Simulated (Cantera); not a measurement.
Charge: 1 mol CH3Cl, 0.78 mol F2, held at 0.510 bar.

These are equilibrium values from Cantera (NASA tables, ideal gas, pure condensed phases), not measurements of a reactor. Candidate condensed phases: C, C6H6, C7H8, C8H18; 118 gas species. The tables' values for CCl are old estimates; treat these amounts as uncertain. Equilibrium is a limit: real reactors are often held back by kinetics, nucleation or transport.

x: gas mole fraction; n: condensed amount in mol.

```json
[
 {"T (K)": "1323", "x HF": "0.561", "x HCl": "0.360", "x Cl": "2.38e-6", "x H": "6.25e-7", "x H2": "0.0791", "x C2H2 (acetylene)": "6.53e-8", "n C(graphite)": "1.000"},
 {"T (K)": "1473", "x HF": "0.561", "x HCl": "0.360", "x Cl": "1.84e-5", "x H": "4.98e-6", "x H2": "0.0791", "x C2H2 (acetylene)": "5.15e-7", "n C(graphite)": "1.000"},
 {"T (K)": "1623", "x HF": "0.561", "x HCl": "0.360", "x Cl": "9.74e-5", "x H": "2.72e-5", "x H2": "0.0792", "x C2H2 (acetylene)": "2.76e-6", "n C(graphite)": "1.000"},
 {"T (K)": "1773", "x HF": "0.561", "x HCl": "0.359", "x Cl": "0.000391", "x H": "0.000112", "x H2": "0.0792", "x C2H2 (acetylene)": "1.11e-5", "n C(graphite)": "1.000"},
 {"T (K)": "1923", "x HF": "0.561", "x HCl": "0.358", "x Cl": "0.00126", "x H": "0.000372", "x H2": "0.0795", "x C2H2 (acetylene)": "3.59e-5", "n C(graphite)": "1.000"},
 {"T (K)": "2073", "x HF": "0.560", "x HCl": "0.355", "x Cl": "?", "x H": "?", "x H2": "0.0801", "x C2H2 (acetylene)": "?", "n C(graphite)": "0.999"},
 {"T (K)": "2223", "x HF": "0.558", "x HCl": "0.350", "x Cl": "0.00799", "x H": "0.00256", "x H2": "0.0812", "x C2H2 (acetylene)": "0.000236", "n C(graphite)": "0.999"},
 {"T (K)": "2373", "x HF": "0.555", "x HCl": "0.339", "x Cl": "0.0164", "x H": "0.00564", "x H2": "0.0832", "x C2H2 (acetylene)": "0.000512", "n C(graphite)": "0.997"},
 {"T (K)": "2523", "x HF": "0.549", "x HCl": "0.322", "x Cl": "0.0301", "x H": "0.0114", "x H2": "0.0859", "x C2H2 (acetylene)": "0.00102", "n C(graphite)": "0.994"},
 {"T (K)": "2673", "x HF": "0.541", "x HCl": "0.297", "x Cl": "0.0498", "x H": "0.0214", "x H2": "0.0888", "x C2H2 (acetylene)": "0.00190", "n C(graphite)": "0.988"},
 {"T (K)": "2823", "x HF": "0.528", "x HCl": "?", "x Cl": "?", "x H": "?", "x H2": "0.0906", "x C2H2 (acetylene)": "?", "n C(graphite)": "0.977"},
 {"T (K)": "2973", "x HF": "0.511", "x HCl": "0.225", "x Cl": "0.104", "x H": "0.0609", "x H2": "0.0897", "x C2H2 (acetylene)": "0.00515", "n C(graphite)": "0.956"},
 {"T (K)": "3123", "x HF": "0.489", "x HCl": "0.182", "x Cl": "0.134", "x H": "0.0924", "x H2": "0.0846", "x C2H2 (acetylene)": "0.00741", "n C(graphite)": "0.910"},
 {"T (K)": "3273", "x HF": "0.460", "x HCl": "0.138", "x Cl": "0.162", "x H": "0.130", "x H2": "0.0745", "x C2H2 (acetylene)": "0.00957", "n C(graphite)": "0.788"}
]
```

### Question
Complete the blanks.

### Answer

- 2073, x Cl: 0.00342
- 2073, x H: 0.00104
- 2073, x C2H2 (acetylene): 9.81e-5
- 2823, x HCl: 0.264
- 2823, x Cl: 0.0750
- 2823, x H: 0.0374
- 2823, x C2H2 (acetylene): 0.00326
